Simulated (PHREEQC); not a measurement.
1 kg of water holding 0.0045 mol Na2CO3, 0.08 mol NaCl, 0.056 mol KCl, 0.014 mol Na2B4O7 and 0.16 mol Na2SO4 is evaporated at 25 °C; the solids stay in contact with the brine. CO2 from the air is kept out. Only these solids could form: Arcanite, Burkeite, Glaserite, Halite, Kalicinite, Mirabilite, Misenite, Nahcolite, Natron, Sylvite, Thenardite, Trona, Borax, Boric_acid,s, KB5O8:4H2O, K2B4O7:4H2O, NaBO2:4H2O, NaB5O8:5H2O, Teepleite.

Computed with PHREEQC (Pitzer model, pitzer.dat).

Problem. Predict ionic strength, water activity at water left (kg) = 0.6756, 0.05932.

Solution. 
| water left (kg) | ionic strength | water activity |
|---|---|---|
| 0.6756 | 0.969 | 0.982 |
| 0.05932 | 9.40 | 0.821 |

Complexes and solids missing from the database can't appear.
